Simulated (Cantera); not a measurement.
An isothermal, constant-pressure homogeneous reactor starts with C3H8 : H2 : H2O = 1 : 47 : 1.9 (molar parts), at 1575 K and 0.132 atm.

Model: GRI-Mech 3.0 (53 species, 325 reactions), integrated in Cantera. GRI-Mech 3.0 was tuned for natural gas; its chemistry of propane as a main component is partial and can be far from experiment. GRI-Mech 3.0 stops at C3 and has no aromatics, soot or wall deposition, so with more carbon than oxygen in the feed, carbon stays in small species such as C2H2 where larger ones or solid carbon would form.

Predict: x(H2) at 20.0 s; x(CH4) at 20.0 s; x(C2H2) at 20.0 s; x(C2H6) at 20.0 s; x(CH2) at 20.0 s.


```json
{
 "x(H2) at 20.0 s": "0.934 (gas-phase equilibrium 0.953)",
 "x(CH4) at 20.0 s": "0.00911 (gas-phase equilibrium 0.00429)",
 "x(C2H2) at 20.0 s": "0.0201 (gas-phase equilibrium 0.00779)",
 "x(C2H6) at 20.0 s": "3.07e-7 (gas-phase equilibrium 8.69e-8)",
 "x(CH2) at 20.0 s": "2.69e-9 (gas-phase equilibrium 1.09e-9)"
}
```
